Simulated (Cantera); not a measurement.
Charge: 1 mol Fe, 0.78 mol Cl2, 1.4 mol H2, equilibrated at 7.50 Torr.

Cantera equilibrium calculation (NASA polynomials, part measured and part estimated; ideal gas, pure solids and liquids). Candidate condensed phases: Fe, FeCl2, FeCl3; 11 gas species. Equilibrium is a limit: real reactors are often held back by kinetics, nucleation or transport. All values below are at 502 °C.

Base state: H2 0.733, HCl 0.263, FeCl2 0.00373, Fe2Cl4 0.000242 (mole fractions); condensed: Fe(α) + FeCl2(s).

Task: What changes in the equilibrium state with this change: pressure from 7.50 Torr to 90.0 Torr?

Result: 
```csv
species,before,after
H2,0.733,0.915
HCl,0.263,0.0847
FeCl2,0.00373,0.000311
Fe2Cl4,0.000242,2.02e-5
"Fe(α), mol",0.433,0.282
"FeCl2(s), mol",0.561,0.718
```
